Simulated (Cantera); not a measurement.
Feed: 1 mol trisilylamine, 92 mol N2, held at 110 Pa.

Equilibrium computed with Cantera from the NASA thermochemical tables; the gas is ideal and each condensed phase is pure. Candidate condensed phases: Si, Si3N4; 18 gas species. The feed counts by its element totals alone. The numbers say what is thermodynamically allowed, not how fast it happens.

Question: What share of the Si ends up in condensed phases as a function of T (K), at 1348, 1398, 1448, 1498, 1548, 1598, 1648, 1698, 1748, 1798, 1848, 1898, 1948, 1998?

Answer: 
| T (K) | Si condensed (%) | as |
|---|---|---|
| 1348 | 100.0 | Si3N4(s) |
| 1398 | 100.0 | Si3N4(s) |
| 1448 | 100.0 | Si3N4(s) |
| 1498 | 100.0 | Si3N4(s) |
| 1548 | 100.0 | Si3N4(s) |
| 1598 | 99.9 | Si3N4(s) |
| 1648 | 99.4 | Si3N4(s) |
| 1698 | 97.8 | Si(l) |
| 1748 | 95.3 | Si(l) |
| 1798 | 90.1 | Si(l) |
| 1848 | 80.0 | Si(l) |
| 1898 | 60.8 | Si(l) |
| 1948 | 25.4 | Si(l) |
| 1998 | 0.0 | - |
